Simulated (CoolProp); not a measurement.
Properties of octamethylcyclotetrasiloxane (D4) along the isobar 1.76 MPa (Tc = 313.4 °C, pc = 1.347 MPa, ω = 0.598).

Model: reference Helmholtz-energy equation of state, Thol 2015, in CoolProp.

| T (°C) | phase | density (kg/m³) | cv (kJ/(kg K)) | speed of sound (m/s) | Joule-Thomson coefficient (K/MPa) | expansivity (1/kK) | fugacity coefficient |
|---|---|---|---|---|---|---|---|
| 111.75 | liquid | 853.7 | (withheld) | 662.0 | -0.2960 | (withheld) | 0.009393 |
| 119.75 | liquid | 844.1 | (withheld) | 639.6 | -0.2820 | 1.421 | (withheld) |
| 127.75 | liquid | 834.5 | 1.598 | 617.4 | -0.2671 | 1.453 | 0.01646 |
| 135.75 | liquid | 824.7 | 1.617 | 595.6 | -0.2512 | 1.487 | (withheld) |
| 143.75 | liquid | 814.8 | 1.636 | 574.0 | -0.2342 | 1.524 | 0.02716 |
| 151.75 | liquid | 804.8 | 1.656 | 552.7 | -0.2159 | 1.565 | 0.03419 |
| 159.75 | liquid | (withheld) | 1.675 | 531.6 | -0.1960 | 1.609 | 0.04250 |
| 167.65 | liquid | 784.5 | 1.694 | 511.0 | -0.1747 | 1.657 | 0.05209 |

### Question
Fill in the missing entries.

### Answer

- 111.75, cv (kJ/(kg K)): 1.560
- 111.75, expansivity (1/kK): 1.392
- 119.75, cv (kJ/(kg K)): 1.579
- 119.75, fugacity coefficient: 0.01254
- 135.75, fugacity coefficient: 0.02130
- 159.75, density (kg/m³): 794.7
